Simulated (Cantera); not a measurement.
Input (Python, Cantera):

```python
import numpy as np
import cantera as ct

surf = ct.Interface("ptcombust.yaml", "Pt_surf")
gas = surf.adjacent["gas"]
gas.TPX = 300, 18000, {'H2': 0.013, 'O2': 0.2, 'N2': 0.79}
jet = ct.ImpingingJet(gas=gas, width=0.047, surface=surf)
jet.inlet.mdot, jet.inlet.T, jet.inlet.X = 0.026, 300, {'H2': 0.013, 'O2': 0.2, 'N2': 0.79}
jet.set_refine_criteria(ratio=10, slope=0.2, curve=0.3)
show, cover = ['H2', 'O2', 'H2O', 'OH'], ["PT(S)", "H(S)", "O(S)", "OH(S)", "CO(S)", "C(S)"]

rows = []
print(f"{'Ts/K':>7s}" + "".join(f"{s:>11s}" for s in show + cover) + "   (gas at the wall, coverages)")
for i, Ts in enumerate([600, 650, 700, 750, 800, 850]):
    jet.surface.T = Ts
    if i == 0:
        surf.TP = Ts, 18000
        surf.coverages = "PT(S):0.5, O(S):0.5"
        surf.advance_coverages(1.0)
        jet.set_initial_guess(products="inlet")
    jet.solve(loglevel=0, auto=(i == 0))
    rows.append([*(jet.X[gas.species_index(s), -1] for s in show), *surf[cover].coverages])
    print(f"{Ts:7g}" + "".join(f"{x:11.3e}" for x in rows[-1]))
```

Result:

```
   Ts/K         H2         O2        H2O         OH      PT(S)       H(S)       O(S)      OH(S)      CO(S)       C(S)   (gas at the wall, coverages)
    600  1.602e-03  1.873e-01  2.201e-02  1.101e-12  1.414e-02  2.960e-10  9.826e-01  3.241e-03 -5.371e-18  2.770e-28
    650  1.549e-03  1.875e-01  2.173e-02  1.387e-11  1.543e-02  3.967e-10  9.824e-01  2.200e-03  3.945e-24  5.718e-27
    700  1.289e-03  1.873e-01  2.209e-02  1.158e-10  1.984e-02  7.475e-10  9.784e-01  1.736e-03  8.967e-22  1.784e-27
    750  8.393e-04  1.869e-01  2.282e-02  6.547e-10  3.295e-02  2.253e-09  9.654e-01  1.632e-03  3.560e-22  4.174e-28
    800  5.027e-04  1.866e-01  2.334e-02  2.745e-09  5.837e-02  7.838e-09  9.400e-01  1.629e-03  1.794e-20  3.554e-27
    850  3.204e-04  1.864e-01  2.359e-02  9.543e-09  9.588e-02  2.403e-08  9.025e-01  1.596e-03  1.538e-19  1.329e-25
```

Cantera simulation using Deutschmann's 1995 Pt surface mechanism with GRI-Mech 3.0 gas chemistry; the numbers are that mechanism's predictions, not measurements. Catalytic surfaces can have several steady states; this one follows from the mechanism file's or the stated starting coverage.
